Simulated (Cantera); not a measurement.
An adiabatic, constant-volume homogeneous reactor starts with CH4 : O2 : N2 = 1 : 3.7 : 13.9 (molar parts), equivalence ratio 0.54, at 1200 K and 14300 Torr.

Computed with Cantera and GRI-Mech 3.0 (53 species, 325 reactions). The pressure lies above the range GRI-Mech 3.0 was tuned for (to about 10 atm).

**Question.** Predict: time of steepest temperature rise; temperature at 2.00 s; equilibrium temperature; x(O2) at 2.00 s; x(NO2) at 2.00 s; x(HO2) at 2.00 s; x(H2O2) at 2.00 s; x(H) at 2.00 s.

**Answer.** 
```json
{
 "time_of_steepest_temperature_rise": "1.81 ms",
 "temperature at 2.00 s": "2532 K",
 "equilibrium_temperature": "2532 K",
 "x(O2) at 2.00 s": "0.0829 (gas-phase equilibrium 0.0829)",
 "x(NO2) at 2.00 s": "5.07e-5 (gas-phase equilibrium 5.07e-5)",
 "x(HO2) at 2.00 s": "1.98e-5 (gas-phase equilibrium 1.98e-5)",
 "x(H2O2) at 2.00 s": "1.43e-6 (gas-phase equilibrium 1.43e-6)",
 "x(H) at 2.00 s": "9.15e-5 (gas-phase equilibrium 9.15e-5)"
}
```
